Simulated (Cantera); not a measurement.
A closed system holds: 1 mol Si, 2.7 mol F2, 88 mol H2, held at 1000 K and 0.000900 bar.

Method: chemical equilibrium by Gibbs-energy minimisation in Cantera with the NASA 1993 tables (ideal gas, pure condensed phases). Candidate condensed phases: Si; 25 gas species. The numbers say what is thermodynamically allowed, not how fast it happens.

### Question
What is the equilibrium state?

### Answer
x(H2): 0.973
x(HF): 0.0156
x(SiF4): 0.0111
x(SiHF3): 1.50e-6
gas amount: 89.70 mol
log10 activity of Si(s) (absent): -10.39
